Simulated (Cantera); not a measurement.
An isothermal, constant-pressure homogeneous reactor starts with NH3 : N2 = 1 : 5.2 (molar parts), at 1798 K and 100000 Pa. Integrator tolerance rtol = 1e-08.

Model: the gas-phase N/H chemistry of the illustrative SiF4/NH3 mechanism in the Surface Chemkin manual (1991), integrated in Cantera. Walls and surfaces, which speed up NH3 decomposition in real reactors, are not modelled.

Question: What does this change do: pressure from 100000 Pa to 4900 Pa?

Answer: 
```
quantity                                              before                                      after
-----------------  -----------------------------------------  -----------------------------------------
x(NH3) at 30.0 s    0.000223 (gas-phase equilibrium 2.46e-6)    0.00105 (gas-phase equilibrium 1.20e-7)
x(N2H4) at 30.0 s      <1e-12 (gas-phase equilibrium <1e-12)    3.76e-12 (gas-phase equilibrium <1e-12)
x(N2) at 30.0 s          0.792 (gas-phase equilibrium 0.792)        0.792 (gas-phase equilibrium 0.791)
x(H) at 30.0 s     0.000161 (gas-phase equilibrium 0.000162)  0.000381 (gas-phase equilibrium 0.000730)
x(NH) at 30.0 s     1.73e-8 (gas-phase equilibrium 1.91e-10)   4.55e-7 (gas-phase equilibrium 1.90e-10)
```

Question: What does this change do: temperature 1798 to 1450 K?

Answer: 
```
quantity                                              before                                    after
-----------------  -----------------------------------------  ---------------------------------------
x(NH3) at 30.0 s    0.000223 (gas-phase equilibrium 2.46e-6)    0.119 (gas-phase equilibrium 6.03e-6)
x(N2H4) at 30.0 s      <1e-12 (gas-phase equilibrium <1e-12)   1.53e-8 (gas-phase equilibrium <1e-12)
x(N2) at 30.0 s          0.792 (gas-phase equilibrium 0.792)      0.826 (gas-phase equilibrium 0.792)
x(H) at 30.0 s     0.000161 (gas-phase equilibrium 0.000162)  1.72e-6 (gas-phase equilibrium 4.35e-6)
x(NH) at 30.0 s     1.73e-8 (gas-phase equilibrium 1.91e-10)   2.69e-8 (gas-phase equilibrium <1e-12)
```

Question: What does this change do: pressure from 100000 Pa to 2500 Pa?

Answer: 
```
quantity                                              before                                     after
-----------------  -----------------------------------------  ----------------------------------------
x(NH3) at 30.0 s    0.000223 (gas-phase equilibrium 2.46e-6)   0.00439 (gas-phase equilibrium 6.12e-8)
x(N2H4) at 30.0 s      <1e-12 (gas-phase equilibrium <1e-12)   1.66e-11 (gas-phase equilibrium <1e-12)
x(N2) at 30.0 s          0.792 (gas-phase equilibrium 0.792)       0.793 (gas-phase equilibrium 0.791)
x(H) at 30.0 s     0.000161 (gas-phase equilibrium 0.000162)  0.000262 (gas-phase equilibrium 0.00102)
x(NH) at 30.0 s     1.73e-8 (gas-phase equilibrium 1.91e-10)  9.31e-7 (gas-phase equilibrium 1.90e-10)
```
